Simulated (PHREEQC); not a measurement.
0.075 g of hydrous ferric oxide (600 m²/g; 0.2 weak and 0.005 strong sites per Fe, Dzombak-Morel constants, diffuse double layer) in 1 kg of water with 0.3 mol/kgw of an inert sodium salt and 7e-06 mol Na2SeO4 and 1e-05 mol Na2HAsO4, at 25 °C; the pH is set by adding NaOH or the inert anion's acid. Oxygen is held at 0.21 atm. The system is closed to CO2. Nothing may precipitate in this run.

The series has 17 steps of pH, from 4 to 12.

Model: ion-association model, wateq4f.dat, run in PHREEQC.

**Question.** Near which pH is half of the As sorbed, and on which side is more sorbed?

**Answer.** Near pH 10.4, with more sorbed at lower pH.

**Question.** At which pH does the surface charge pass through zero?

**Answer.** Near pH 7.8.
